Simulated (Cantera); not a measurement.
Input: 1 mol Fe(CO)₅, 0.045 mol O₂, 6.7 mol H₂, held at 1225 K and 13.3 mbar.

Cantera equilibrium calculation (NASA polynomials, part measured and part estimated; ideal gas, pure solids and liquids). Candidate condensed phases: C, C₆H₆, C₇H₈, C₈H₁₈, Fe, Fe(CO)₅, FeO, Fe(OH)₂, Fe(OH)₃, Fe₂O₃, Fe₃O₄, H₂O; 114 gas species. Kinetics and transport are ignored.

Base state: H₂ 0.568, CO 0.425, H₂O 0.00510, CO₂ 0.00260 (mole fractions); condensed: Fe(γ).

### Question
What changes in the equilibrium state with this change: temperature from 1225 K to 1025 K?

### Answer
```csv
species,before,after
H₂,0.568,0.569
CO,0.425,0.424
H₂O,0.00510,0.00395
CO₂,0.00260,0.00381
CH₄,6.99e-7,6.84e-5
"Fe(γ), mol",1.00,0
"Fe(α), mol",0,1.00
```

### Question
What changes in the equilibrium state with this change: temperature from 1225 K to 1548 K?

### Answer
| species | before | after |
|---|---|---|
| H₂ | 0.568 | 0.566 |
| CO | 0.425 | 0.426 |
| H₂O | 0.00510 | 0.00606 |
| CO₂ | 0.00260 | 0.00163 |
| Fe | 8.46e-9 | 3.02e-5 |
| H | 2.03e-6 | 0.000201 |
| Fe(γ), mol | 1.00 | 1.000 |
